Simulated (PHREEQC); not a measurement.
Na2CO3 is added in steps, without added water, to 1 kg of water holding 0.0023 mol/kgw NaH2PO4 and 0.0036 mol/kgw KOH, at 16 °C. O2 is buffered at 0.21 atm. CO2 from the air is kept out. Only these solids could form: Nahcolite, Natron.

Base run: PHREEQC, ion-association model, wateq4f.dat. Each further column changes one thing. The table gives pH.

```csv
Na2CO3 added (mol),base,diluted 10-fold with water,NaH2PO4 replaced by Na2SiO3 at the same molality,temperature from 16 to 25 °C,no solid may form
0,11.29,10.40,12.03,11.01,11.29
0.001833,11.32,10.94,12.02,11.06,11.32
0.003667,11.35,11.06,12.02,11.10,11.35
0.0055,11.36,11.12,12.01,11.12,11.36
0.007333,11.38,11.17,12.01,11.14,11.38
0.009167,11.39,11.20,12.01,11.15,11.39
0.011,11.40,11.23,12.00,11.16,11.40
```

H3PO4, which wateq4f.dat lacks, is added to it with the constant of phreeqc.dat.  Solids allowed in the column 'NaH2PO4 replaced by Na2SiO3 at the same molality': SiO2(a), Nahcolite, Natron.
